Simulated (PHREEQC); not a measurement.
A PHREEQC speciation (ion-association model, wateq4f.dat) at 25 °C gives pH 6.19 and these molalities:

```csv
species,mol/kgw
Fe+2,0.00212
SO4-2,0.00212
FeSO4,0.000380
FeOH+,7.89e-7
H+,7.04e-7
```

**Question.** What are the element totals, and what could have been dissolved in 1 kg of water to give them?

**Answer.** One answer among several that fit: totals Fe(2) 0.00250, S(6) 0.00250 mol/kgw, from 0.0025 mol FeSO4 per kg of water.

This is a speciation only: nothing precipitates in the calculation.
